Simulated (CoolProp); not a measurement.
Vapour-liquid equilibrium of carbon dioxide (1) + C2F6 (R116) (2) at 245.9 K; x and y are mole fractions of (1).

The numbers come from the multi-fluid Helmholtz-energy mixture model, Span 1996 and Lemmon 2006; pair parameters Bell 2016 in CoolProp.

```json
[
 {"x": "0.05", "bubble pressure (MPa)": "0.9362", "y at the bubble point": "0.129", "dew pressure at overall composition x (MPa)": "0.8713", "liquid density (mol/L)": "10.01"},
 {"x": "0.2", "bubble pressure (MPa)": "1.236", "y at the bubble point": "0.399", "dew pressure at overall composition x (MPa)": "1.002", "liquid density (mol/L)": "10.94"},
 {"x": "0.35", "bubble pressure (MPa)": "1.474", "y at the bubble point": "0.553", "dew pressure at overall composition x (MPa)": "1.171", "liquid density (mol/L)": "12.07"},
 {"x": "0.5", "bubble pressure (MPa)": "1.625", "y at the bubble point": "0.648", "dew pressure at overall composition x (MPa)": "1.387", "liquid density (mol/L)": "13.55"},
 {"x": "0.65", "bubble pressure (MPa)": "1.705", "y at the bubble point": "0.717", "dew pressure at overall composition x (MPa)": "1.629", "liquid density (mol/L)": "15.58"},
 {"x": "0.8", "bubble pressure (MPa)": "1.725", "y at the bubble point": "0.789", "dew pressure at overall composition x (MPa)": "1.723", "liquid density (mol/L)": "18.43"},
 {"x": "0.95", "bubble pressure (MPa)": "1.645", "y at the bubble point": "0.917", "dew pressure at overall composition x (MPa)": "1.614", "liquid density (mol/L)": "22.48"}
]
```

y crosses x between x = 0.65 and 0.8: the model has an azeotrope there.

The pair parameters rest on a limited set of measurements; away from them the model extrapolates.
